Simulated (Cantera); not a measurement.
A perfectly stirred reactor is fed with CH4 : H2O = 1 : 1.9 (molar parts), at 1.60 bar; it is held at 1373 K, and followed from long to short residence time.

Computed with Cantera and GRI-Mech 3.0 (53 species, 325 reactions).

What does this change do: pressure from 1.60 bar to 0.133 bar?


| quantity | before | after |
|---|---|---|
| x(CH4) at τ = 4.00 s | 0.225 | 0.296 |
| x(H2O) at τ = 4.00 s | 0.590 | 0.631 |
| x(CO) at τ = 4.00 s | 0.00390 | 0.000698 |
| x(C2H4) at τ = 4.00 s | 0.00906 | 0.00160 |
| x(CH2CO) at τ = 4.00 s | 1.52e-5 | 1.27e-5 |
| x(CH4) at τ = 72.0 ms | 0.340 | 0.344 |
| x(H2O) at τ = 72.0 ms | 0.654 | 0.655 |
| x(CO) at τ = 72.0 ms | 1.59e-5 | 9.28e-7 |
| x(C2H4) at τ = 72.0 ms | 0.000969 | 0.000134 |
| x(CH2CO) at τ = 72.0 ms | 2.80e-7 | 4.23e-9 |
